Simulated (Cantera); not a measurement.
Cantera run, input and output.

```python
import numpy as np
import cantera as ct

gas = ct.Solution("gri30.yaml")
gas.TPX = 823, 100000, {'C2H6': 1, 'O2': 3.18, 'N2': 16.5, 'H2O': 2.8}
inlet = ct.Reservoir(gas, clone=True)
gas.equilibrate("HP")  # start burning
reactor = ct.IdealGasConstPressureReactor(gas, energy="on", clone=False)
exhaust = ct.Reservoir(gas, clone=True)
tau = [0.048, 0.026, 0.014, 0.0079, 0.0043, 0.0024, 0.0013, 0.0007, 0.00038, 0.00021, 0.00012, 6.3e-05, 3.4e-05][0]
for a, b in ((inlet, reactor), (reactor, exhaust)):
    ct.MassFlowController(a, b, mdot=lambda t: reactor.mass / tau)
net = ct.ReactorNet([reactor])
show = ['C2H6', 'O2', 'H2O', 'CO2', 'OH', 'H', 'HCO']

rows = []
print(f"{'tau/s':>10s}{'T/K':>9s}" + "".join(f"{s:>11s}" for s in show))
for tau in [0.048, 0.026, 0.014, 0.0079, 0.0043, 0.0024, 0.0013, 0.0007, 0.00038, 0.00021, 0.00012, 6.3e-05, 3.4e-05]:
    net.initial_time = 0.0
    net.advance(30 * tau)
    before = gas.X
    net.advance(40 * tau)
    drift = np.max(np.abs(gas.X - before) / (gas.X + 1e-9))
    rows.append([gas.T, *gas[show].X, drift])
    print(f"{tau:10.3e}{gas.T:9.1f}" + "".join(f"{x:11.3e}" for x in gas[show].X))
```

Output:

```
     tau/s      T/K       C2H6         O2        H2O        CO2         OH          H        HCO
 4.800e-02   2102.0  6.004e-07  1.583e-03  2.232e-01  6.401e-02  2.653e-03  1.251e-03  5.022e-08
 2.600e-02   2088.7  1.025e-06  2.157e-03  2.220e-01  6.328e-02  3.113e-03  1.579e-03  8.672e-08
 1.400e-02   2072.0  1.743e-06  2.897e-03  2.205e-01  6.237e-02  3.626e-03  2.013e-03  1.527e-07
 7.900e-03   2053.3  2.832e-06  3.731e-03  2.188e-01  6.137e-02  4.125e-03  2.521e-03  2.609e-07
 4.300e-03   2030.3  4.732e-06  4.772e-03  2.168e-01  6.013e-02  4.654e-03  3.186e-03  4.662e-07
 2.400e-03   2005.3  7.767e-06  5.918e-03  2.146e-01  5.879e-02  5.124e-03  3.938e-03  8.195e-07
 1.300e-03   1976.6  1.322e-05  7.289e-03  2.123e-01  5.715e-02  5.536e-03  4.814e-03  1.491e-06
 7.000e-04   1945.4  2.315e-05  8.908e-03  2.101e-01  5.511e-02  5.809e-03  5.696e-03  2.743e-06
 3.800e-04   1912.1  4.193e-05  1.092e-02  2.081e-01  5.236e-02  5.854e-03  6.390e-03  5.044e-06
 2.100e-04   1874.4  8.059e-05  1.380e-02  2.066e-01  4.815e-02  5.527e-03  6.598e-03  9.252e-06
 1.200e-04   1819.4  1.833e-04  1.920e-02  2.053e-01  4.031e-02  4.397e-03  5.708e-03  1.701e-05
 6.300e-05    823.0  4.259e-02  1.354e-01  1.193e-01 -7.234e-16  1.788e-17  3.283e-18  1.092e-25
 3.400e-05    823.0  4.259e-02  1.354e-01  1.193e-01  2.280e-21  1.241e-17  2.711e-18  3.582e-26
```

Detailed kinetics in Cantera: GRI-Mech 3.0 (53 species, 325 reactions).
